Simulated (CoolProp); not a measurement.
Model: reference Helmholtz-energy equation of state, Lemmon 2006, in CoolProp. It is a short technical equation, of lower accuracy than the large ones.

Q: For toluene, give the phase and the Z, cp (kJ/(kg K)), cv (kJ/(kg K)), viscosity (µPa s) at 16.85 °C and 18.8 MPa; 38.35 °C and 18.8 MPa; 167.45 °C and 18.8 MPa.

A: 
- 16.85 °C and 18.8 MPa: liquid; Z 0.814, cp 1.66, cv 1.25, viscosity 711
- 38.35 °C and 18.8 MPa: liquid; Z 0.774, cp 1.73, cv 1.31, viscosity 551
- 167.45 °C and 18.8 MPa: liquid; Z 0.630, cp 2.15, cv 1.71, viscosity 205

Viscosity comes from a separate model (Avgeri 2015).
